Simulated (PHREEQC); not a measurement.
Dissolve 0.014 mol NH4HS and 0.084 mol NaHCO3 per kg of water at 30 °C. Closed to the air; pH follows from the charge balance.

Model: ion-association model, phreeqc.dat, run in PHREEQC.

| quantity | before | after |
|---|---|---|
| pH | 7.98 | 7.53 |
| ionic strength (mol/kgw) | 0.0953 | 0.0926 |
| NH4+ (mol/kgw) | 0.0132 | 0.0115 |
| HS- (mol/kgw) | 0.0132 | 0.0129 |
| NaHCO3 (mol/kgw) | 0.00214 | 0.00164 |
| CO2 (mol/kgw) | 0.00136 | 0.00351 |

Name the change that produced these shifts.
A) temperature from 30 to 70 °C
B) temperature from 30 to 55 °C
C) NH4HS from 0.014 to 0.0014 mol/kgw

A, temperature from 30 to 70 °C

No solid was allowed to form. Carbamate, which ammonia and carbonate form, is missing from the database. Constants without temperature data keep their 25 °C values here.
